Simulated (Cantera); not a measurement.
A perfectly stirred reactor is fed with 4.62 % CH₄, 20.1 % O₂, 75.3 % N₂, at 1000000 Pa; it is adiabatic with a 650 K inlet, and is followed from long to short residence time, starting on the burning branch (τ in s: 0.067, 0.032, 0.015, 0.0074, 0.0036, 0.0017, 0.00082, 0.00039, 0.00019, 9.1e-05).

Detailed kinetics in Cantera: GRI-Mech 3.0 (53 species, 325 reactions).

**Question.** Predict: blow-out, bracketed by the residence times tried; x(CH₄) at τ = 67.0 ms; x(O₂) at τ = 67.0 ms; x(N₂O) at τ = 67.0 ms; x(OH) at τ = 67.0 ms; x(HCO) at τ = 67.0 ms; x(CH₄) at τ = 1.70 ms; x(O₂) at τ = 1.70 ms; x(N₂O) at τ = 1.70 ms; x(OH) at τ = 1.70 ms; x(HCO) at τ = 1.70 ms.

**Answer.** 
| Quantity | Result |
|---|---|
| blow-out, bracketed by the residence times tried | burning at 0.820 ms, out at 0.390 ms |
| x(CH₄) at τ = 67.0 ms | 9.15e-6 |
| x(O₂) at τ = 67.0 ms | 0.109 |
| x(N₂O) at τ = 67.0 ms | 6.78e-7 |
| x(OH) at τ = 67.0 ms | 0.000212 |
| x(HCO) at τ = 67.0 ms | 1.99e-9 |
| x(CH₄) at τ = 1.70 ms | 0.000160 |
| x(O₂) at τ = 1.70 ms | 0.110 |
| x(N₂O) at τ = 1.70 ms | 2.48e-6 |
| x(OH) at τ = 1.70 ms | 0.000408 |
| x(HCO) at τ = 1.70 ms | 7.87e-8 |
